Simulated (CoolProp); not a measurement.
Saturation properties of CH2F2 (R32) (Tc = 351.3 K, pc = 5.783 MPa, ω = 0.277).

Computed with CoolProp (reference Helmholtz-energy equation of state, Tillner-Roth 1997).

```json
[
 {"T (K)": "276.9", "p (MPa)": "0.9153", "liquid density (kg/m³)": "1042", "vapour density (kg/m³)": "24.89", "enthalpy of vaporisation (kJ/kg)": "309.3", "liquid conductivity (mW/(m K))": "152"},
 {"T (K)": "281.7", "p (MPa)": "1.060", "liquid density (kg/m³)": "1025", "vapour density (kg/m³)": "28.91", "enthalpy of vaporisation (kJ/kg)": "301.4", "liquid conductivity (mW/(m K))": "148"},
 {"T (K)": "286.6", "p (MPa)": "1.225", "liquid density (kg/m³)": "1007", "vapour density (kg/m³)": "33.58", "enthalpy of vaporisation (kJ/kg)": "292.9", "liquid conductivity (mW/(m K))": "144"},
 {"T (K)": "291.5", "p (MPa)": "1.408", "liquid density (kg/m³)": "987.9", "vapour density (kg/m³)": "38.90", "enthalpy of vaporisation (kJ/kg)": "283.9", "liquid conductivity (mW/(m K))": "140"},
 {"T (K)": "296.4", "p (MPa)": "1.612", "liquid density (kg/m³)": "968.2", "vapour density (kg/m³)": "44.97", "enthalpy of vaporisation (kJ/kg)": "274.4", "liquid conductivity (mW/(m K))": "136"},
 {"T (K)": "301.3", "p (MPa)": "1.837", "liquid density (kg/m³)": "947.7", "vapour density (kg/m³)": "51.90", "enthalpy of vaporisation (kJ/kg)": "264.4", "liquid conductivity (mW/(m K))": "131"},
 {"T (K)": "306.1", "p (MPa)": "2.079", "liquid density (kg/m³)": "926.5", "vapour density (kg/m³)": "59.68", "enthalpy of vaporisation (kJ/kg)": "253.9", "liquid conductivity (mW/(m K))": "127"},
 {"T (K)": "311", "p (MPa)": "2.351", "liquid density (kg/m³)": "903.6", "vapour density (kg/m³)": "68.82", "enthalpy of vaporisation (kJ/kg)": "242.4", "liquid conductivity (mW/(m K))": "123"},
 {"T (K)": "315.9", "p (MPa)": "2.649", "liquid density (kg/m³)": "879.1", "vapour density (kg/m³)": "79.41", "enthalpy of vaporisation (kJ/kg)": "230.0", "liquid conductivity (mW/(m K))": "119"},
 {"T (K)": "320.8", "p (MPa)": "2.975", "liquid density (kg/m³)": "852.7", "vapour density (kg/m³)": "91.82", "enthalpy of vaporisation (kJ/kg)": "216.5", "liquid conductivity (mW/(m K))": "114"},
 {"T (K)": "325.7", "p (MPa)": "3.330", "liquid density (kg/m³)": "823.9", "vapour density (kg/m³)": "106.5", "enthalpy of vaporisation (kJ/kg)": "201.7", "liquid conductivity (mW/(m K))": "110"},
 {"T (K)": "330.6", "p (MPa)": "3.718", "liquid density (kg/m³)": "791.8", "vapour density (kg/m³)": "124.3", "enthalpy of vaporisation (kJ/kg)": "185.1", "liquid conductivity (mW/(m K))": "105"},
 {"T (K)": "335.4", "p (MPa)": "4.131", "liquid density (kg/m³)": "755.8", "vapour density (kg/m³)": "146.0", "enthalpy of vaporisation (kJ/kg)": "166.4", "liquid conductivity (mW/(m K))": "101"},
 {"T (K)": "340.3", "p (MPa)": "4.591", "liquid density (kg/m³)": "711.8", "vapour density (kg/m³)": "174.8", "enthalpy of vaporisation (kJ/kg)": "143.7", "liquid conductivity (mW/(m K))": "95.8"}
]
```

It boils at 221.5 K under 1 atm.

Thermal conductivity comes from a separate model (Huber 2003), an estimate that may be off by 10 % or more.
